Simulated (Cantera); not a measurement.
## Equilibrium for abatement and gas-phase synthesis: N2O + H2O + O2

Charge: 1 mol N2O, 0.19 mol H2O, 0.42 mol O2, equilibrated at 0.810 bar.

Equilibrium computed with Cantera from the NASA thermochemical tables; the gas is ideal and each condensed phase is pure. Candidate condensed phases: H2O; 24 gas species. Rates play no part.

| T (K) | x N2 | x O2 | x H2O | x O | x NO | x OH | x H | x H2 |
|---|---|---|---|---|---|---|---|---|
| 1075 | 0.474 | 0.436 | 0.0900 | 9.62e-10 | 7.53e-5 | 5.40e-7 | <1e-12 | 1.06e-10 |
| 1275 | 0.474 | 0.436 | 0.0900 | 8.19e-8 | 0.000375 | 9.38e-6 | 7.49e-11 | 8.37e-9 |
| 1475 | 0.473 | 0.435 | 0.0900 | 2.10e-6 | 0.00121 | 7.52e-5 | 6.51e-9 | 2.04e-7 |
| 1675 | 0.472 | 0.434 | 0.0899 | 2.50e-5 | 0.00293 | 0.000367 | 1.97e-7 | 2.34e-6 |
| 1875 | 0.471 | 0.432 | 0.0894 | 0.000176 | 0.00589 | 0.00127 | 2.90e-6 | 1.59e-5 |
| 2075 | 0.468 | 0.429 | 0.0881 | 0.000848 | 0.0103 | 0.00345 | 2.55e-5 | 7.45e-5 |
| 2275 | 0.464 | 0.423 | 0.0855 | 0.00310 | 0.0162 | 0.00775 | 0.000153 | 0.000262 |
| 2475 | 0.458 | 0.412 | 0.0806 | 0.00913 | 0.0235 | 0.0150 | 0.000677 | 0.000734 |
| 2675 | 0.448 | 0.395 | 0.0727 | 0.0227 | 0.0317 | 0.0254 | 0.00236 | 0.00169 |
| 2875 | 0.435 | 0.368 | 0.0609 | 0.0488 | 0.0400 | 0.0379 | 0.00667 | 0.00322 |
x: gas mole fraction; nothing condenses.

From 1075 K to 2875 K nothing is condensed.
